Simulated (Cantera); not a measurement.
A closed system holds: 1 mol CH2F2, 9.2 mol H2, 0.34 mol HCl, held at 1223.15 K and 1.30 Pa.

Method: chemical equilibrium by Gibbs-energy minimisation in Cantera with the NASA 1993 tables (ideal gas, pure condensed phases). Candidate condensed phases: C, C6H6, C7H8, C8H18; 118 gas species. Rates play no part.

Base state: H2 0.797, HF 0.173, HCl 0.0295, H 7.47e-5 (mole fractions); condensed: C(graphite).

### Question
What changes in the equilibrium state with this change: temperature from 1223.15 K to 3248 K?

### Answer
```tsv
species	before	after
H	7.47e-5	0.861
F	<1e-9	0.0822
C	<1e-9	0.0415
H2	0.797	9.45e-5
HF	0.173	0.000962
HCl	0.0295	2.31e-6
Cl	2.38e-6	0.0141
C2	<1e-9	4.24e-5
CF	<1e-9	1.84e-5
C(graphite), mol	1.000	0
```

### Question
What changes in the equilibrium state with this change: temperature from 1223.15 K to 3250 K?

### Answer
```json
[
 {"species": "H", "before": "7.47e-5", "after": "0.861"},
 {"species": "F", "before": "<1e-9", "after": "0.0822"},
 {"species": "C", "before": "<1e-9", "after": "0.0415"},
 {"species": "H2", "before": "0.797", "after": "9.35e-5"},
 {"species": "HF", "before": "0.173", "after": "0.000949"},
 {"species": "HCl", "before": "0.0295", "after": "2.29e-6"},
 {"species": "Cl", "before": "2.38e-6", "after": "0.0141"},
 {"species": "C2", "before": "<1e-9", "after": "4.18e-5"},
 {"species": "CF", "before": "<1e-9", "after": "1.81e-5"},
 {"species": "C(graphite), mol", "before": "1.000", "after": "0"}
]
```
